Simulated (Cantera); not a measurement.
A closed system holds: 1 mol CO, 0.73 mol H₂, equilibrated at 1477 °C and 0.0100 bar.

These are equilibrium values from Cantera (NASA tables, ideal gas, pure condensed phases), not measurements of a reactor. Candidate condensed phases: C, C₆H₆, C₇H₈, C₈H₁₈, H₂O; 110 gas species. Equilibrium is a limit: real reactors are often held back by kinetics, nucleation or transport.

Base state: CO 0.578, H₂ 0.421, H 0.00151 (mole fractions); condensed: gas only.

Problem. What changes in the equilibrium state with this change: 0.7 mol O₂ added?

Solution. 
```csv
species,before,after
CO₂,1.49e-6,0.425
H₂O,3.93e-6,0.383
CO,0.578,0.153
H₂,0.421,0.0380
OH,<1e-9,0.000268
O₂,<1e-9,1.13e-5
H,0.00151,0.000453
```

Problem. What changes in the equilibrium state with this change: pressure from 0.0100 bar to 0.100 bar?

Solution. 
```tsv
species	before	after
CO	0.578	0.578
H₂	0.421	0.422
H	0.00151	0.000478
H₂O	3.93e-6	1.98e-5
```
